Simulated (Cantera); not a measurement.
Cantera run:

```python
import numpy as np
import cantera as ct

gas_names = [...]  # 87 gases of nasa_gas.yaml made of C, H, Si
cond_names = """
    C(gr) C6H6(L) C7H8(L) C8H18(L),n-octa Si(cr) Si(L) SiC(b)
""".split()


# ... load() reads the species with a 1 bar reference pressure and builds the phases ...
atoms = {
    'SiH4': {'Si': 1, 'H': 4},
    'C2H4': {'C': 2, 'H': 4},
    'H2': {'H': 2},
    'C3H8': {'C': 3, 'H': 8},
}
top_T = {'C(gr)': 4500, 'SiC(b)': 3050}  # K; cautious upper limits of use, not melting points


# ... equilibrate(T, P, feed) seeds the gas with the atoms and calls Mixture.equilibrate('TP', solver="vcs", rtol=1e-11, max_steps=5000) ...
results = []
feed = {'SiH4': 1, 'C2H4': 0.029, 'H2': 330, 'C3H8': 0.061}  # mol
T = 2050  # K
P = 21000  # Pa
mix = equilibrate(T, P, feed)
results.append((T, P, feed, dict(zip(mix.species_names, mix.species_moles))))
print(gas.report(threshold=0.001))
for i in range(1, mix.n_phases):
    print(f"{mix.phase(i).name:16s} {mix.phase_moles(i):12.5e} mol")
```

Result:

```
       temperature   2050 K
          pressure   21000 Pa
           density   0.0024994 kg/m^3
  mean mol. weight   2.0286 kg/kmol
   phase of matter   gas

                          1 kg             1 kmol
                     ---------------   ---------------
          enthalpy        2.7573e+07        5.5935e+07  J
   internal energy        1.9171e+07        3.8891e+07  J
           entropy             99801        2.0246e+05  J/K
    Gibbs function       -1.7702e+08        -3.591e+08  J
 heat capacity c_p             16905             34295  J/K
 heat capacity c_v             12807             25980  J/K

                      mass frac. Y      mole frac. X     chem. pot. / RT
                     ---------------   ---------------   ---------------
                 H          0.002453         0.0049366           -10.563
                H2           0.98824           0.99443           -21.126
     [  +85 minor]         0.0093053        0.00063733

C(gr)             0.00000e+00 mol
Si(L)             5.52908e-01 mol
SiC(b)            2.31915e-01 mol
```

Method: chemical equilibrium by Gibbs-energy minimisation in Cantera with the NASA 1993 tables (ideal gas, pure condensed phases). Mutual solubility and eutectic melting of coexisting phases are not modelled. Gases not in the tables: Si2H6 and higher silanes.
